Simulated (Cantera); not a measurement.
A closed system holds: 1 mol V2O5, a varied amount of H2, 0.95 mol N2, equilibrated at 1550 °C and 520000 Pa.

Cantera equilibrium calculation (NASA polynomials, part measured and part estimated; ideal gas, pure solids and liquids). Candidate condensed phases: H2O, V, VN, VO, V2O3, V2O4, V2O5; 28 gas species. Mutual solubility and eutectic melting of coexisting phases are not modelled. VO: taken at fixed stoichiometry. Condensed phases not in the tables: the oxides between V2O3 and V2O5 other than VO2. Rates play no part.

x: gas mole fraction; n: condensed amount in mol.

```tsv
n(H2) (mol)	x H2	x H2O	x N2	x H	x NH3	x OH	n VO(s)	n V2O3(s)
130	0.977	0.0156	0.00725	0.000188	?	2.09e-7	0.0855	0.957
200	0.980	0.0149	0.00472	0.000188	?	1.99e-7	2.00	0
260	0.985	0.0115	0.00364	0.000189	?	1.53e-7	2.00	0
330	0.988	0.00906	0.00287	0.000189	?	1.21e-7	2.00	0
400	0.990	0.00748	0.00237	0.000189	6.93e-6	9.94e-8	2.00	0
460	0.991	0.00651	0.00206	0.000189	6.48e-6	8.64e-8	2.00	0
530	0.992	0.00565	0.00179	0.000189	6.05e-6	7.50e-8	2.00	0
590	0.993	0.00508	0.00160	0.000189	5.74e-6	6.73e-8	2.00	0
```

Complete the blanks.


- 130, x NH3: 1.19e-5
- 200, x NH3: 9.65e-6
- 260, x NH3: 8.53e-6
- 330, x NH3: 7.61e-6
